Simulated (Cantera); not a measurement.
Input (Python, Cantera) and output of one run.

```python
import numpy as np
import cantera as ct

gas_names = """
    C CH CH2 CH3 CH4 CN CS CS2 C2 C2H C2H2,acetylene C2H2,vinylidene C2H3,vinyl CH3CN C2H4 C2H5 C2H6 CCN
    CNC C2N2 C3 C3H3,propargyl C3H4,allene C3H4,propyne C3H4,cyclo- C3H5,allyl C3H6,propylene
    C3H6,cyclo- C3H7,n-propyl C3H7,i-propyl C3H8 C4 C4H2 C4H4,1,3-cyclo- C4H6,butadiene C4H6,2-butyne
    C4H6,cyclo- C4H8,1-butene C4H8,cis2-buten C4H8,tr2-butene C4H8,isobutene C4H8,cyclo- C4H9,n-butyl
    C4H9,i-butyl C4H9,s-butyl C4H9,t-butyl C4H10,isobutane C4H10,n-butane C4N2 C5 C5H6,1,3cyclo-
    C5H8,cyclo- C5H10,1-pentene C5H10,cyclo- C5H11,pentyl C5H11,t-pentyl C5H12,n-pentane C5H12,i-pentane
    CH3C(CH3)2CH3 C6H2 C6H5,phenyl C6H6 C6H10,cyclo- C6H12,1-hexene C6H12,cyclo- C6H13,n-hexyl
    C7H7,benzyl C7H8 C7H14,1-heptene C7H15,n-heptyl C7H16,n-heptane C8H8,styrene C8H10,ethylbenz
    C8H16,1-octene C8H17,n-octyl C8H18,isooctane C8H18,n-octane C9H19,n-nonyl C10H8,naphthale
    C10H21,n-decyl C12H9,o-bipheny C12H10,bipheny H HCN HCCN HNC H2 H2S N NH NH2 NH3 N2 N2H2 N2H4 S SH
    SN S2 S8
""".split()
cond_names = """
    C(gr) C6H6(L) C7H8(L) C8H18(L),n-octa S(cr1) S(cr2) S(L)
""".split()


def load(file, names, dense=False):
    # The tables refer to 1 bar. Condensed volumes are neglected.
    table = {s.name: s for s in ct.Species.list_from_file(file)}
    out = []
    for n in names:
        d = dict(table[n].input_data)
        d["thermo"] = dict(d["thermo"], **{"reference-pressure": 1e5})
        if dense:
            d["equation-of-state"] = {"model": "constant-volume", "density": "1e6 g/cm^3"}
        out.append(ct.Species.from_dict(d))
    return out


gas = ct.Solution(thermo="ideal-gas", species=load("nasa_gas.yaml", gas_names))
cond = {s.name: ct.Solution(thermo="fixed-stoichiometry", species=[s], name=s.name)
        for s in load("nasa_condensed.yaml", cond_names, dense=True)}
atoms = {
    'CS2': {'C': 1, 'S': 2},
    'H2': {'H': 2},
    'N2': {'N': 2},
}
top_T = {'C(gr)': 4500}  # K; cautious upper limits of use, not melting points


def equilibrate(T, P, feed):
    n = {}
    for name, mol in feed.items():
        for a, k in atoms[name].items():
            n[a] = n.get(a, 0.0) + k * mol
    gas.TPX = T, P, n
    mass = sum(n.values()) * gas.mean_molecular_weight
    gas.equilibrate("TP")
    valid = [c for c in cond.values() if c.min_temp <= T <= top_T.get(c.name, c.max_temp)]
    mix = ct.Mixture([(gas, mass / gas.mean_molecular_weight)] + [(c, 0.0) for c in valid])
    mix.T, mix.P = T, P
    mix.equilibrate("TP", solver="vcs", rtol=1e-11, max_steps=5000)
    return mix


results = []
feed = {'CS2': 1, 'H2': 0.061, 'N2': 1.4}  # mol
for P in [10, 44, 200, 880, 3900, 17000, 77000, 340000, 1500000, 6800000, 30000000]:
    for T in [1323, 1398, 1473, 1548, 1623, 1698, 1773, 1848, 1923, 1998, 2073, 2148, 2223, 2298]:
        mix = equilibrate(T, P, feed)
        results.append((T, P, feed, dict(zip(mix.species_names, mix.species_moles))))

for T, P, feed, n in results:
    print(f"{T:7g} {P:10.4g}  " + (" + ".join(c for c in cond_names if n.get(c, 0) > 1e-12) or "gas only"))
```

Result:

```
   1323         10  C(gr)
   1398         10  C(gr)
   1473         10  C(gr)
   1548         10  C(gr)
   1623         10  gas only
   1698         10  gas only
   1773         10  gas only
   1848         10  gas only
   1923         10  gas only
   1998         10  gas only
   2073         10  gas only
   2148         10  gas only
   2223         10  gas only
   2298         10  gas only
   1323         44  C(gr)
   1398         44  C(gr)
   1473         44  C(gr)
   1548         44  C(gr)
   1623         44  C(gr)
   1698         44  gas only
   1773         44  gas only
   1848         44  gas only
   1923         44  gas only
   1998         44  gas only
   2073         44  gas only
   2148         44  gas only
   2223         44  gas only
   2298         44  gas only
   1323        200  C(gr)
   1398        200  C(gr)
   1473        200  C(gr)
   1548        200  C(gr)
   1623        200  C(gr)
   1698        200  C(gr)
   1773        200  C(gr)
   1848        200  gas only
   1923        200  gas only
   1998        200  gas only
   2073        200  gas only
   2148        200  gas only
   2223        200  gas only
   2298        200  gas only
   1323        880  C(gr)
   1398        880  C(gr)
   1473        880  C(gr)
   1548        880  C(gr)
   1623        880  C(gr)
   1698        880  C(gr)
   1773        880  C(gr)
   1848        880  C(gr)
   1923        880  gas only
   1998        880  gas only
   2073        880  gas only
   2148        880  gas only
   2223        880  gas only
   2298        880  gas only
   1323       3900  C(gr)
   1398       3900  C(gr)
   1473       3900  C(gr)
   1548       3900  C(gr)
   1623       3900  C(gr)
   1698       3900  C(gr)
   1773       3900  C(gr)
   1848       3900  C(gr)
   1923       3900  C(gr)
   1998       3900  gas only
   2073       3900  gas only
   2148       3900  gas only
   2223       3900  gas only
   2298       3900  gas only
   1323    1.7e+04  C(gr)
   1398    1.7e+04  C(gr)
   1473    1.7e+04  C(gr)
   1548    1.7e+04  C(gr)
   1623    1.7e+04  C(gr)
   1698    1.7e+04  C(gr)
   1773    1.7e+04  C(gr)
   1848    1.7e+04  C(gr)
   1923    1.7e+04  C(gr)
   1998    1.7e+04  C(gr)
   2073    1.7e+04  C(gr)
   2148    1.7e+04  gas only
   2223    1.7e+04  gas only
   2298    1.7e+04  gas only
   1323    7.7e+04  C(gr)
   1398    7.7e+04  C(gr)
   1473    7.7e+04  C(gr)
   1548    7.7e+04  C(gr)
   1623    7.7e+04  C(gr)
   1698    7.7e+04  C(gr)
   1773    7.7e+04  C(gr)
   1848    7.7e+04  C(gr)
   1923    7.7e+04  C(gr)
   1998    7.7e+04  C(gr)
   2073    7.7e+04  C(gr)
   2148    7.7e+04  C(gr)
   2223    7.7e+04  C(gr)
   2298    7.7e+04  gas only
   1323    3.4e+05  C(gr)
   1398    3.4e+05  C(gr)
   1473    3.4e+05  C(gr)
   1548    3.4e+05  C(gr)
   1623    3.4e+05  C(gr)
   1698    3.4e+05  C(gr)
   1773    3.4e+05  C(gr)
   1848    3.4e+05  C(gr)
   1923    3.4e+05  C(gr)
   1998    3.4e+05  C(gr)
   2073    3.4e+05  C(gr)
   2148    3.4e+05  C(gr)
   2223    3.4e+05  C(gr)
   2298    3.4e+05  C(gr)
   1323    1.5e+06  C(gr)
   1398    1.5e+06  C(gr)
   1473    1.5e+06  C(gr)
   1548    1.5e+06  C(gr)
   1623    1.5e+06  C(gr)
   1698    1.5e+06  C(gr)
   1773    1.5e+06  C(gr)
   1848    1.5e+06  C(gr)
   1923    1.5e+06  C(gr)
   1998    1.5e+06  C(gr)
   2073    1.5e+06  C(gr)
   2148    1.5e+06  C(gr)
   2223    1.5e+06  C(gr)
   2298    1.5e+06  C(gr)
   1323    6.8e+06  C(gr)
   1398    6.8e+06  C(gr)
   1473    6.8e+06  C(gr)
   1548    6.8e+06  C(gr)
   1623    6.8e+06  C(gr)
   1698    6.8e+06  C(gr)
   1773    6.8e+06  C(gr)
   1848    6.8e+06  C(gr)
   1923    6.8e+06  C(gr)
   1998    6.8e+06  C(gr)
   2073    6.8e+06  C(gr)
   2148    6.8e+06  C(gr)
   2223    6.8e+06  C(gr)
   2298    6.8e+06  C(gr)
   1323      3e+07  C(gr)
   1398      3e+07  C(gr)
   1473      3e+07  C(gr)
   1548      3e+07  C(gr)
   1623      3e+07  C(gr)
   1698      3e+07  C(gr)
   1773      3e+07  C(gr)
   1848      3e+07  C(gr)
   1923      3e+07  C(gr)
   1998      3e+07  C(gr)
   2073      3e+07  C(gr)
   2148      3e+07  C(gr)
   2223      3e+07  C(gr)
   2298      3e+07  C(gr)
```

Cantera equilibrium calculation (NASA polynomials, part measured and part estimated; ideal gas, pure solids and liquids). The ideal-gas law is rough above about 30 bar.
